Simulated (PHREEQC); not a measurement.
Consider water at 80 °C with 0.26 mol ZnCl2, 0.0055 mol H3BO3 and 0.007 mol NiCl2 per kg of water. Closed to the air; pH follows from the charge balance.

Computed with PHREEQC (ion-association model, wateq4f.dat).

| quantity | before | after |
|---|---|---|
| pH | 4.52 | 5.40 |
| ionic strength (mol/kgw) | 0.434 | 0.278 |
| Cl- (mol/kgw) | 0.313 | 0.272 |
| H2BO3- (mol/kgw) | 4.68e-7 | 3.22e-6 |

Problem. What was changed between the two runs?
(A) ZnCl2 from 0.26 to 0.39 mol/kgw
(B) NiCl2 from 0.007 to 0.035 mol/kgw
(C) ZnCl2 replaced by LiCl at the same molality
(D) 0.095 mol/kgw H2SO4 added
(E) NiCl2 left out

Solution. C, ZnCl2 replaced by LiCl at the same molality

No solid was allowed to form. At this temperature some constants are extrapolated from 25 °C, and those without enthalpy data are left unchanged.
